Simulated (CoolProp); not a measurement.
Ammonia at several states: Z from the reference equation and from simpler models built on Tc = 405.6 K, pc = 113.6 bar, ω = 0.256; each cubic takes its own stable root.

Model: reference Helmholtz-energy equation of state, Gao 2020, in CoolProp.

```csv
T (K),p (bar),phase,reference
626.5,1.8,gas,0.9989
222.6,1.05,liquid,0.001376
338,11.7,gas,0.9204
550.1,6.4,gas,0.9933
279.5,2.82,gas,0.9605
```

Question: How far does each simpler model (van der Waals, Redlich-Kwong, Soave-Redlich-Kwong, Peng-Robinson) lie from the reference over these 5 states: mean and median of the absolute difference, and the worst?

Answer: 
- van der Waals: mean 14356.1 %, median 2.3 %, worst +71775.0 % at 222.6 K and 1.05 bar
- Redlich-Kwong: mean 6.7 %, median 1.6 %, worst +29.8 % at 222.6 K and 1.05 bar
- Soave-Redlich-Kwong: mean 5.9 %, median 1.3 %, worst +26.5 % at 222.6 K and 1.05 bar
- Peng-Robinson: mean 2.9 %, median 1.0 %, worst +12.4 % at 222.6 K and 1.05 bar

At some of these states van der Waals gives the other phase, because its saturation line lies elsewhere.
